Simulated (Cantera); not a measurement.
## Equilibrium for carbon deposition, reforming and gasification: n-butane + H₂O

A closed system holds: 1 mol n-butane, a varied amount of H₂O, held at 2298.15 K and 10.0 mbar.

Cantera equilibrium calculation (NASA polynomials, part measured and part estimated; ideal gas, pure solids and liquids). Candidate condensed phases: C, C₆H₆, C₇H₈, C₈H₁₈, H₂O; 110 gas species. The numbers say what is thermodynamically allowed, not how fast it happens.

From 0.73 mol H₂O to 3.4 mol H₂O the condensed part is C(graphite). At 4.2 mol H₂O nothing is condensed. The main C-bearing gas is CO throughout. The share of C in condensed phases is highest at 0.73 mol H₂O (80.6 %) and lowest at 4.2 mol H₂O (0.0 %).

```tsv
n(H₂O) (mol)	x H₂	x CO	x H	x H₂O	x C₂H₂ (acetylene)	x CO₂	x OH	x O	n C(graphite)
0.73	0.803	0.108	0.0859	3.65e-8	0.00344	8.78e-10	6.27e-10	4.58e-11	3.22
0.91	0.784	0.128	0.0849	4.21e-8	0.00336	1.23e-9	7.33e-10	5.42e-11	3.04
1.1	0.766	0.146	0.0839	4.71e-8	0.00328	1.61e-9	8.30e-10	6.20e-11	2.85
1.4	0.742	0.172	0.0826	5.37e-8	0.00318	2.22e-9	9.60e-10	7.29e-11	2.55
1.7	0.721	0.194	0.0814	5.89e-8	0.00309	2.83e-9	1.07e-9	8.23e-11	2.25
2.2	0.693	0.225	0.0798	6.54e-8	0.00297	3.79e-9	1.21e-9	9.53e-11	1.74
2.7	0.669	0.249	0.0784	7.02e-8	0.00287	4.67e-9	1.32e-9	1.06e-10	1.24
3.4	0.643	0.277	0.0769	7.49e-8	0.00275	5.76e-9	1.44e-9	1.17e-10	0.532
4.2	0.620	0.290	0.0754	0.0132	<1e-12	0.00110	0.000258	2.15e-5	0
```
x: gas mole fraction; n: condensed amount in mol.
